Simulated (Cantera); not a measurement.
## Thermodynamics of silicon epitaxy and polysilicon growth, feed Si2H6 + HCl + N2

A closed system holds: 1 mol Si2H6, 0.11 mol HCl, 31 mol N2.

Method: chemical equilibrium by Gibbs-energy minimisation in Cantera with the NASA 1993 tables (ideal gas, pure condensed phases). Candidate condensed phases: NH4Cl, Si, Si3N4; 28 gas species. The feed counts by its element totals alone. N2 is the only nitrogen source here; it is nearly inert below about 1500 K, so the nitride shown seldom forms there in practice. The tables' values for SiCl3 are old estimates. Equilibrium is a limit: real reactors are often held back by kinetics, nucleation or transport.

Stable condensed phases:

```
T in °C \ P in Pa
            100    300    880   2600   7700  23000  68000 200000
   1525       A      A      A      B      B      B      B      B
   1475       A      A      B      B      B      B      B      B
   1425       A      B      B      B      B      B      B      B
   1375       B      B      B      B      B      B      B      B
   1325       B      B      B      B      B      B      B      B
   1275       B      B      B      B      B      B      B      B
   1225       B      B      B      B      B      B      B      B
   1175       B      B      B      B      B      B      B      B
   1125       B      B      B      B      B      B      B      B
   1075       B      B      B      B      B      B      B      B
   1025       B      B      B      B      B      B      B      B
```

A: Si; B: Si3N4.
